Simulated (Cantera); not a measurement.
Charge: 1 mol CH3SiCl3, 0.4 mol C2H2, 160 mol H2, 0.062 mol C3H8, held at 0.640 bar.

Method: chemical equilibrium by Gibbs-energy minimisation in Cantera with the NASA 1993 tables (ideal gas, pure condensed phases). Candidate condensed phases: C, C6H6, C7H8, C8H18, Si, SiC; 109 gas species. The feed counts by its element totals alone. Gases not in the tables: Si2H6 and higher silanes. Rates play no part.

Task: Which condensed phases are stable at each of these points (T (K)): 1973, 2023, 2073, 2123, 2173, 2223, 2273, 2323, 2373, 2423, 2473?

Result: 
```
T (K)      condensed phases  Si condensed (%)
-----  --------------------  ----------------
1973   C(graphite) + SiC(s)              99.2
2023   C(graphite) + SiC(s)              98.9
2073   C(graphite) + SiC(s)              98.6
2123   C(graphite) + SiC(s)              98.1
2173   C(graphite) + SiC(s)              97.2
2223   C(graphite) + SiC(s)              95.8
2273                 SiC(s)              93.0
2323                 SiC(s)              87.7
2373                 SiC(s)              78.6
2423                 SiC(s)              63.1
2473                 SiC(s)              37.9
```

From 1973 K to 2223 K the condensed part is C(graphite) + SiC(s). From 2273 K to 2473 K the condensed part is SiC(s).
